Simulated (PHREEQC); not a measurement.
Dissolve 0.0026 mol/kgw NaHSO4 at 25 °C. Closed to the air; pH follows from the charge balance.

All values are PHREEQC results (ion-association model, phreeqc.dat), not measurements.

Each row changes one thing in this solution. This is a speciation only: nothing precipitates in the calculation.

```
case                                              pH  ionic strength (mol/kgw)  SO4-2 (mol/kgw)  HSO4- (mol/kgw)  NaSO4- (mol/kgw)
----------------------------------------------  ----  ------------------------  ---------------  ---------------  ----------------
as made                                         2.68                   0.00706          0.00223         0.000348           2.03e-5
NaHSO4 from 0.0026 to 0.00234 mol/kgw           2.72                   0.00640          0.00203         0.000292           1.69e-5
NaHSO4 from 0.0026 to 0.013 mol/kgw             2.11                    0.0303          0.00864          0.00407          0.000289
temperature from 25 to 40 °C                    2.70                (withheld)          0.00213         0.000447        (withheld)
diluted 2-fold with water                       2.95                (withheld)          0.00119         0.000107           5.94e-6
NaHSO4 from 0.0026 to 0.00026 mol/kgw           3.61                (withheld)         0.000254          5.56e-6           2.92e-7
5.7e-05 mol/kgw Ca(OH)2 added                   2.70                   0.00711          0.00224         0.000333           2.04e-5
NaHSO4 replaced by Na2SO4 at the same molality  7.03                   0.00771          0.00255          1.77e-8        (withheld)
0.00053 mol/kgw HF added                        2.66                   0.00717          0.00222         0.000363           2.02e-5
```

Some entries are withheld; supply them.


- temperature from 25 to 40 °C, ionic strength (mol/kgw): 0.00686
- temperature from 25 to 40 °C, NaSO4- (mol/kgw): 2.12e-5
- diluted 2-fold with water, ionic strength (mol/kgw): 0.00367
- NaHSO4 from 0.0026 to 0.00026 mol/kgw, ionic strength (mol/kgw): 0.000768
- NaHSO4 replaced by Na2SO4 at the same molality, NaSO4- (mol/kgw): 4.59e-5

At this temperature some constants are extrapolated from 25 °C, and those without enthalpy data are left unchanged.
